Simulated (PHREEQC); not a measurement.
## Alkaline etch or developer

Make-up at 20 °C: 11 mmol/kgw CsOH, 0.055 mmol/kgw Na2SiO3 and 1 mmol/kgw K3PO4. Closed to the air; pH follows from the charge balance.

All values are PHREEQC results (ion-association model, wateq4f.dat), not measurements.

This is a speciation only: nothing precipitates in the calculation.

### Question
Predict the pH, ionic strength.

### Answer
pH 12.17; ionic strength 0.0162 mol/kgw.

### Question
In which forms is P present?

### Answer
PO4-3 53 %, HPO4-2 47 % of the P.

Complexes and solids missing from the database can't appear. H3PO4, which wateq4f.dat lacks, is added to it with the constant of phreeqc.dat.
